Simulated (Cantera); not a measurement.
Charge: 1 mol SiC, 4.5 mol H₂O, 3.5 mol H₂, 0.004 mol O₂, equilibrated at 2200 Pa.

Method: chemical equilibrium by Gibbs-energy minimisation in Cantera with the NASA 1993 tables (ideal gas, pure condensed phases). Candidate condensed phases: C, C₆H₆, C₇H₈, C₈H₁₈, H₂O, Si, SiC, SiO₂; 123 gas species. The tables hold silica as quartz up to 1696 K and as liquid above; real silica turns to tridymite and cristobalite and melts near 1996 K. Equilibrium is a limit: real reactors are often held back by kinetics, nucleation or transport.

Question: Which condensed phases are stable at each of these points (T (°C)): 1002, 1052, 1102, 1152, 1202, 1252, 1302, 1352, 1402, 1452, 1502, 1552, 1602?

Answer: 
| T (°C) | condensed phases | Si condensed (%) |
|---|---|---|
| 1002 | SiO₂(β-quartz) | 100.0 |
| 1052 | SiO₂(β-quartz) | 100.0 |
| 1102 | SiO₂(β-quartz) | 100.0 |
| 1152 | SiO₂(β-quartz) | 100.0 |
| 1202 | SiO₂(β-quartz) | 100.0 |
| 1252 | SiO₂(β-quartz) | 100.0 |
| 1302 | SiO₂(β-quartz) | 100.0 |
| 1352 | SiO₂(β-quartz) | 100.0 |
| 1402 | SiO₂(β-quartz) | 100.0 |
| 1452 | SiO₂(condensed) | 99.9 |
| 1502 | SiO₂(condensed) | 99.8 |
| 1552 | SiO₂(condensed) | 99.3 |
| 1602 | SiO₂(condensed) | 98.4 |

From 1002 °C to 1402 °C the condensed part is SiO₂(β-quartz). From 1452 °C to 1602 °C the condensed part is SiO₂(condensed).
